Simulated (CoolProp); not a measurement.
Vapour-liquid equilibrium of R13 (1) + R113 (2) at 6.25 °C; x and y are mole fractions of (1).

The numbers come from the multi-fluid Helmholtz-energy mixture model, Platzer 1990 and Marx 1992; pair parameters Bell 2016 in CoolProp. This equation is an older, rougher fit; its heat capacities, sound speeds and derivatives of the liquid may be far off and weren't checked against measurements.

Q: Give the bubble pressure and the first vapour's composition at x = 0.275, 0.65, 0.875. Is there an azeotrope?

A: x = 0.275: 0.7058 MPa, y = 0.971; x = 0.65: 1.463 MPa, y = 0.987; x = 0.875: 1.930 MPa, y = 0.994. No azeotrope shows between x = 0.05 and 0.95.

Pair parameters are fitted to limited data, so mixtures are less certain than the pure fluids. The gap from Raoult's law changes sign with composition, which may be real or a fault of the pair parameters; it wasn't checked against measurements.
